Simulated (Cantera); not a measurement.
A closed system holds: 1 mol C₆H₆, 0.54 mol H₂, at 13.3 mbar.

These are equilibrium values from Cantera (NASA tables, ideal gas, pure condensed phases), not measurements of a reactor. Candidate condensed phases: C, C₆H₆, C₇H₈, C₈H₁₈; 76 gas species. Equilibrium is a limit: real reactors are often held back by kinetics, nucleation or transport.

At 1825 °C, list the 3 most abundant gas species with their mole fractions, and the condensed phases.

H₂ 0.972, H 0.0263, C₂H₂ (acetylene) 0.00139. Condensed: C(graphite).
